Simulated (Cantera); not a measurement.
Input: 1 mol FeS2, 0.43 mol O2, 0.95 mol H2O, at 850 °C and 0.150 bar.

Equilibrium computed with Cantera from the NASA thermochemical tables; the gas is ideal and each condensed phase is pure. Candidate condensed phases: Fe, FeO, Fe(OH)2, Fe(OH)3, FeS, FeSO4, FeS2, Fe2O3, Fe2(SO4)3, Fe3O4, H2O, H2SO4, S; 22 gas species. FeS: taken at fixed stoichiometry. Gases not in the tables: S3 to S7. Rates play no part.

Base state: H2O 0.527, SO2 0.283, S2 0.136, H2S 0.0419, H2 0.00706, S2O 0.00412, SO 0.000170, SH 6.79e-5 (mole fractions); condensed: FeS(s).

Q: What changes in the equilibrium state with this change: FeS2 replaced by Fe2O3?

A: 
| species | before | after |
|---|---|---|
| H2O | 0.527 | 0.688 |
| O2 | <1e-9 | 0.312 |
| H2 | 0.00706 | 7.32e-9 |
| SO2 | 0.283 | 0 |
| S2 | 0.136 | 0 |
| H2S | 0.0419 | 0 |
| S2O | 0.00412 | 0 |
| SO | 0.000170 | 0 |
| SH | 6.79e-5 | 0 |
| FeS(s), mol | 1.00 | 0 |
| Fe2O3(s), mol | 0 | 1.00 |

Q: What changes in the equilibrium state with this change: O2 from 0.43 to 1.1 mol?

A: 
| species | before | after |
|---|---|---|
| SO2 | 0.283 | 0.494 |
| H2O | 0.527 | 0.456 |
| S2 | 0.136 | 0.0344 |
| H2S | 0.0419 | 0.00976 |
| SH | 6.79e-5 | 2.32e-5 |
| H2 | 0.00706 | 0.00328 |
| S2O | 0.00412 | 0.00193 |
| SO | 0.000170 | 0.000159 |
| FeS(s), mol | 1.00 | 0.833 |
| Fe3O4(s), mol | 0 | 0.0556 |
Mutual solubility and eutectic melting of coexisting phases are not modelled.
